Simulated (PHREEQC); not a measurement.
Dissolve 0.065 mol HCl and 0.0017 mol CuSO4 per kg of water at 85 °C. Closed to the air; pH follows from the charge balance.

The numbers come from PHREEQC with the ion-association model, phreeqc.dat.

```json
[
 {"quantity": "pH", "before": "1.28", "after": "1.57"},
 {"quantity": "HSO4- (mol/kgw)", "before": "0.00156", "after": "0.000742"},
 {"quantity": "SO4-2 (mol/kgw)", "before": "0.000133", "after": "0.000104"}
]
```

### Question
Name the change that produced these shifts.
A) diluted 100-fold with water
B) diluted 2-fold with water
C) temperature from 85 to 30 °C
D) HCl from 0.065 to 0.13 mol/kgw
E) CuSO4 replaced by MnSO4 at the same molality

### Answer
B, diluted 2-fold with water

Precipitation was switched off in this run. Constants without temperature data keep their 25 °C values here.
